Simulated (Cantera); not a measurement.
A freely propagating, adiabatic, planar premixed flame of H2 : O2 : N2 = 1 : 0.505 : 2.12 (molar parts), unburnt at 625 K and 323 Torr; mixture-averaged transport, grid criteria slope 0.08 and curve 0.16, no radiation.

Detailed kinetics in Cantera: the H2/O2 subset of GRI-Mech 3.0, which has no nitrogen chemistry. Burning velocities carry a grid error of a few per cent, more on coarse grids.

Task: Predict: laminar burning velocity; thermal thickness; peak x(H); peak x(H2O2); peak x(OH).

Result: 
```
Item                         Value
------------------------  --------
laminar burning velocity  686 cm/s
thermal thickness          1.51 mm
peak x(H)                   0.0678
peak x(H2O2)               3.67e-6
peak x(OH)                  0.0168
```
